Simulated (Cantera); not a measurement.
Input (Python, Cantera):

```python
import numpy as np
import cantera as ct

gas = ct.Solution("gri30.yaml", transport_model="multicomponent")
show = ['O', 'NH3', 'H2']

rows = []
print(f"{'T/K':>7s}{'rho':>11s}{'cp':>10s}{'mu':>11s}{'lambda':>11s}{'Pr':>7s}" + "".join(f"{'D_' + s:>11s}" for s in show))
for T in [400, 650, 900, 1150, 1400, 1650, 1900, 2150]:
    gas.TPX = T, 2666, {'CH3OH': 0.55}
    Pr = gas.cp_mass * gas.viscosity / gas.thermal_conductivity
    D = [gas.mix_diff_coeffs_mole[gas.species_index(s)] for s in show]
    rows.append([gas.density, gas.cp_mass, gas.viscosity, gas.thermal_conductivity, Pr, *D])
    print(f"{T:7g}{gas.density:11.4e}{gas.cp_mass:10.1f}{gas.viscosity:11.4e}"
          f"{gas.thermal_conductivity:11.4e}{Pr:7.3f}" + "".join(f"{d:11.4e}" for d in D))
print("SI units: kg/m3, J/kg/K, Pa s, W/m/K, m2/s")
```

Result:

```
    T/K        rho        cp         mu     lambda     Pr        D_O      D_NH3       D_H2
    400 2.5685e-02    1604.1 1.3101e-05 2.8083e-02  0.748 1.5936e-03 1.0006e-03 4.0166e-03
    650 1.5806e-02    2212.3 2.1261e-05 6.2735e-02  0.750 3.8074e-03 2.6158e-03 9.3367e-03
    900 1.1416e-02    2642.8 2.8601e-05 1.0063e-01  0.751 6.6933e-03 4.8474e-03 1.6217e-02
   1150 8.9340e-03    2978.0 3.5151e-05 1.3932e-01  0.751 1.0164e-02 7.6001e-03 2.4474e-02
   1400 7.3387e-03    3214.4 4.1062e-05 1.7580e-01  0.751 1.4163e-02 1.0812e-02 3.3989e-02
   1650 6.2268e-03    3387.6 4.6472e-05 2.0994e-01  0.750 1.8656e-02 1.4442e-02 4.4678e-02
   1900 5.4074e-03    3513.9 5.1491e-05 2.4165e-01  0.749 2.3612e-02 1.8458e-02 5.6475e-02
   2150 4.7787e-03    3606.8 5.6207e-05 2.7117e-01  0.748 2.9011e-02 2.2840e-02 6.9330e-02
SI units: kg/m3, J/kg/K, Pa s, W/m/K, m2/s
```

Cantera simulation using GRI-Mech 3.0 (53 species, 325 reactions); the numbers are that mechanism's predictions, not measurements. Polar gases are described roughly by these parameters. The composition is frozen, though it would react at the higher temperatures.
